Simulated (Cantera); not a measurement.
A perfectly stirred reactor is fed with CH4 : N2 = 1 : 85 (molar parts), at 24.8 Torr; it is held at 1975 K, and followed from long to short residence time.

Detailed kinetics in Cantera: GRI-Mech 3.0 (53 species, 325 reactions). GRI-Mech 3.0 stops at C3 and has no aromatics, soot or wall deposition, so with more carbon than oxygen in the feed, carbon stays in small species such as C2H2 where larger ones or solid carbon would form. Radical loss at walls, strong at low pressure, is not modelled.

What does this change do: pressure from 24.8 Torr to 1.01 bar?


```json
[
 {"quantity": "x(CH4) at τ = 0.780 s", "before": "0.000424", "after": "0.000128"},
 {"quantity": "x(C2H) at τ = 0.780 s", "before": "1.45e-6", "after": "8.58e-7"},
 {"quantity": "x(CH2) at τ = 0.780 s", "before": "2.35e-6", "after": "3.11e-7"},
 {"quantity": "x(H) at τ = 0.780 s", "before": "0.000267", "after": "0.000170"},
 {"quantity": "x(C2H4) at τ = 0.780 s", "before": "6.01e-6", "after": "1.04e-6"},
 {"quantity": "x(CH4) at τ = 10.0 ms", "before": "0.00716", "after": "0.00147"},
 {"quantity": "x(C2H) at τ = 10.0 ms", "before": "2.87e-7", "after": "7.20e-7"},
 {"quantity": "x(CH2) at τ = 10.0 ms", "before": "4.31e-6", "after": "2.07e-6"},
 {"quantity": "x(H) at τ = 10.0 ms", "before": "6.11e-5", "after": "0.000128"},
 {"quantity": "x(C2H4) at τ = 10.0 ms", "before": "0.000274", "after": "3.62e-5"}
]
```
